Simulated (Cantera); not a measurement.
Standard-state values (1 bar) from the NASA 1993 polynomials, evaluated with Cantera. Values are per mole of reaction as written; species without (g) are pure solids or liquids, kept so even where they would boil at 1 bar.

Between 1223 and 1573 K, where is each reaction favourable under standard conditions?
- 2 H2(g) + O2(g) = 2 H2O(g)
- 4 Al + O2(g) = 2 Al2O(g)
- 0.8 Ta + O2(g) = 0.4 Ta2O5


- 2 H2(g) + O2(g) = 2 H2O(g): ΔG° is -360 kJ at 1223 K and -320 kJ at 1573 K; it stays negative (K > 1). ΔH° is -501 kJ and ΔS° -115 J/K at 1573 K.
- 4 Al + O2(g) = 2 Al2O(g): ΔG° is -483 kJ at 1223 K and -515 kJ at 1573 K; it stays negative (K > 1). ΔH° is -379 kJ and ΔS° 87 J/K at 1573 K.
- 0.8 Ta + O2(g) = 0.4 Ta2O5: ΔG° is -605 kJ at 1223 K and -548 kJ at 1573 K; it stays negative (K > 1). ΔH° is -800 kJ and ΔS° -160 J/K at 1573 K.
